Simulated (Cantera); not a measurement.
## Reactions in the system H-N-Nb-O

Source: NASA polynomial tables (part measured, part estimated), evaluated in Cantera. Values are per mole of reaction as written; species without (g) are pure solids or liquids, kept so even where they would boil at 1 bar. NbO: taken at fixed stoichiometry.

3 H₂(g) + Nb₂O₅ = 3 H₂O(g) + 2 NbO

```
T (K)  ΔH° (kJ)  ΔS° (J/K)  ΔG° (kJ)  log10 K
-----  --------  ---------  --------  -------
2450      305.4       58.7     161.7    -3.45
2500      302.4       57.5     158.8    -3.32
2550      299.5       56.3     155.9    -3.19
2600      296.5       55.1     153.1    -3.08
2650      293.5       54.0     150.4    -2.96
2700      290.6       52.9     147.7    -2.86
2750      287.7       51.8     145.1    -2.76
```

NbO₂ + N₂(g) = N₂O(g) + NbO

```csv
T (K),ΔH° (kJ),ΔS° (J/K),ΔG° (kJ),log10 K
2450,435.8,-0.2,436.2,-9.30
2500,435.5,-0.3,436.2,-9.11
2550,435.2,-0.4,436.3,-8.94
2600,435.0,-0.5,436.3,-8.76
2650,434.7,-0.6,436.3,-8.60
2700,434.4,-0.7,436.3,-8.44
2750,434.1,-0.8,436.4,-8.29
```
